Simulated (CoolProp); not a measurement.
Vapour-liquid equilibrium of n-hexane (1) + n-decane (2) at 192.35 °C; x and y are mole fractions of (1).

Model: multi-fluid Helmholtz-energy mixture model, Thol 2019 and Lemmon 2006; pair parameters Kunz 2012, in CoolProp.

```
x     bubble pressure (bar)  y at the bubble point  dew pressure at overall composition x (bar)  liquid density (mol/L)
----  ---------------------  ---------------------  -------------------------------------------  ----------------------
0.05                  2.098                  0.265                                        1.654                   4.181
0.2                   3.763                  0.626                                   (withheld)              (withheld)
0.35                  5.590                  0.777                                        2.344                   4.548
0.5                   7.593                  0.861                                        2.952                   4.744
0.65                  9.789                  0.916                                        3.973              (withheld)
0.8                   12.21                  0.956                                        6.027              (withheld)
0.95                  14.95                  0.989                                        11.82                   5.231
```

Question: Some entries are withheld; supply them.

Answer: 
- 0.2, dew pressure at overall composition x (bar): 1.941
- 0.2, liquid density (mol/L): 4.360
- 0.65, liquid density (mol/L): 4.938
- 0.8, liquid density (mol/L): 5.115

No azeotrope shows between x = 0.05 and 0.95.

The pair parameters rest on a limited set of measurements; away from them the model extrapolates.
